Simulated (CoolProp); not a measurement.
20 sccm (0 °C, 1 atm) of nitrogen bubbles through liquid toluene at 342.8 K and leaves saturated at a total pressure of 0.15 MPa (ideal gas phase). Each further row changes one setting.

Values from CoolProp's reference Helmholtz-energy equation of state, Lemmon 2006. It is a short technical equation, of lower accuracy than the large ones.

```json
[
 {"case": "as stated", "vapour pressure (kPa)": "26.8", "mole fraction of vapour": "0.179", "delivery (mg/min)": "(withheld)", "delivery (sccm)": "4.36", "change of delivery for a bath 1 K warmer (%)": "(withheld)"},
 {"case": "bath temperature 347.8 K", "vapour pressure (kPa)": "(withheld)", "mole fraction of vapour": "(withheld)", "delivery (mg/min)": "22.5", "delivery (sccm)": "5.47", "change of delivery for a bath 1 K warmer (%)": "4.7"},
 {"case": "total pressure 0.3 MPa", "vapour pressure (kPa)": "26.8", "mole fraction of vapour": "(withheld)", "delivery (mg/min)": "(withheld)", "delivery (sccm)": "1.97", "change of delivery for a bath 1 K warmer (%)": "4.1"}
]
```

**Question.** Complete the blanks.

**Answer.** 
- as stated, delivery (mg/min): 17.9
- as stated, change of delivery for a bath 1 K warmer (%): 4.6
- bath temperature 347.8 K, vapour pressure (kPa): 32.2
- bath temperature 347.8 K, mole fraction of vapour: 0.215
- total pressure 0.3 MPa, mole fraction of vapour: 0.0895
- total pressure 0.3 MPa, delivery (mg/min): 8.08
